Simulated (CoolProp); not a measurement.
The numbers come from the reference Helmholtz-energy equation of state, Thol 2017 in CoolProp.

Problem. For octamethyltrisiloxane (MDM), give the phase and the density (kg/m³), cp (kJ/(kg K)), speed of sound (m/s), expansivity (1/kK) at 575 K and 1.67 bar.

Solution. 
- 575 K and 1.67 bar: gas; density 8.58, cp 2.11, speed of sound 138, expansivity 2.01
